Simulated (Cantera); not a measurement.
Feed: 1 mol Pb, 0.31 mol H2O, 6.5 mol CO, at 1523.15 K.

These are equilibrium values from Cantera (NASA tables, ideal gas, pure condensed phases), not measurements of a reactor. Candidate condensed phases: C, C6H6, C7H8, C8H18, H2O, Pb, PbO, PbO2, Pb3O4; 113 gas species. Rates play no part.

log p: log10 of the partial pressure in bar; n: condensed amount in mol.

```csv
P (Pa),log p CO,log p Pb,log p CO2,log p H2,log p H2O,log p H,log p CH4,n Pb(l)
10,-4.10,-4.89,-5.45,-5.45,-6.38,-7.36,<-16,0
61,-3.31,-4.11,-4.66,-4.67,-5.59,-6.97,<-15,0
370,-2.53,-3.32,-3.88,-3.88,-4.81,-6.58,<-14,0
2200,-1.76,-2.55,-3.11,-3.11,-4.03,-6.19,…,0
13000,-0.98,-1.78,-2.34,-2.34,-3.26,-5.80,…,0
82000,-0.14,-1.51,-1.49,-1.49,-2.42,-5.38,…,0.736
500000,0.66,-1.51,-0.69,-0.69,-1.62,-4.98,…,0.958
3000000,1.44,-1.51,0.09,0.09,-0.84,-4.59,…,0.993
```

Some entries are withheld; supply them.


- 2200, log p CH4: -12.52
- 13000, log p CH4: -10.21
- 82000, log p CH4: -7.68
- 500000, log p CH4: -5.28
- 3000000, log p CH4: -2.94
